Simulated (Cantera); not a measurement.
A perfectly stirred reactor is fed with 8.15 % CH₄, 89.6 % H₂, 2.20 % N₂, at 12.8 Torr; it is held at 1900 K, and followed from long to short residence time.

Computed with Cantera and GRI-Mech 3.0 (53 species, 325 reactions). GRI-Mech 3.0 stops at C3 and has no aromatics, soot or wall deposition, so with more carbon than oxygen in the feed, carbon stays in small species such as C2H2 where larger ones or solid carbon would form. Radical loss at walls, strong at low pressure, is not modelled.

Q: Predict: x(CH₄) at τ = 2.60 s; x(H₂) at τ = 2.60 s; x(C₂H₄) at τ = 2.60 s; x(H) at τ = 2.60 s; x(C₂H) at τ = 2.60 s; x(CH₄) at τ = 19.0 ms; x(H₂) at τ = 19.0 ms; x(C₂H₄) at τ = 19.0 ms; x(H) at τ = 19.0 ms; x(C₂H) at τ = 19.0 ms.

A: 
| Item | Result |
|---|---|
| x(CH₄) at τ = 2.60 s | 0.00420 |
| x(H₂) at τ = 2.60 s | 0.935 |
| x(C₂H₄) at τ = 2.60 s | 1.28e-5 |
| x(H) at τ = 2.60 s | 0.00479 |
| x(C₂H) at τ = 2.60 s | 2.37e-6 |
| x(CH₄) at τ = 19.0 ms | 0.0558 |
| x(H₂) at τ = 19.0 ms | 0.907 |
| x(C₂H₄) at τ = 19.0 ms | 0.000414 |
| x(H) at τ = 19.0 ms | 0.00235 |
| x(C₂H) at τ = 19.0 ms | 3.40e-7 |
